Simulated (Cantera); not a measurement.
Feed: 1 mol Cu, 1.1 mol H₂O, 1.4 mol CO, held at 1300 K and 1.33 mbar.

Cantera equilibrium calculation (NASA polynomials, part measured and part estimated; ideal gas, pure solids and liquids). Candidate condensed phases: C, C₆H₆, C₇H₈, C₈H₁₈, Cu, CuO, Cu(OH)₂, Cu₂O, H₂O; 113 gas species. The numbers say what is thermodynamically allowed, not how fast it happens.

What is the equilibrium state?


- x(CO) = 0.348
- x(H₂O) = 0.228
- x(CO₂) = 0.212
- x(H₂) = 0.212
- x(Cu) = 0.000118
- x(H) = 1.40e-5
- n(Cu(s)) = 1.000 mol
- gas amount = 2.500 mol
- log10 activity of C(graphite) (absent) = -5.41
- log10 activity of Cu(OH)₂(s) (absent) = -12.46
